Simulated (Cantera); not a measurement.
Input: 1 mol CH₃SiCl₃, 26 mol H₂, at 1475 °C and 0.100 bar.

Cantera equilibrium calculation (NASA polynomials, part measured and part estimated; ideal gas, pure solids and liquids). Candidate condensed phases: C, C₆H₆, C₇H₈, C₈H₁₈, Si, SiC; 109 gas species. The feed counts by its element totals alone. The tables' values for SiCl₃ are old estimates; treat these amounts as uncertain. Kinetics and transport are ignored.

Base state: H₂ 0.896, HCl 0.102, SiCl₂ 0.000727, H 0.000684, C₂H₂ (acetylene) 0.000101, CH₄ 7.39e-5, Cl 6.00e-5, SiCl₃ 1.58e-5 (mole fractions); condensed: C(graphite) + SiC(s).

Question: What changes in the equilibrium state with this change: temperature from 1475 °C to 2002 °C?

Answer: 
```tsv
species	before	after
H₂	0.896	0.872
HCl	0.102	0.0937
H	0.000684	0.0251
SiCl₂	0.000727	0.00291
Si₂C	2.19e-9	8.99e-5
SiC₂	2.93e-9	0.000105
Si	2.74e-7	0.00120
C(graphite), mol	0.0136	0
SiC(s), mol	0.978	0.854
```
The tables' values for SiCl are old estimates; treat these amounts as uncertain. Gases not in the tables: Si₂H₆ and higher silanes.
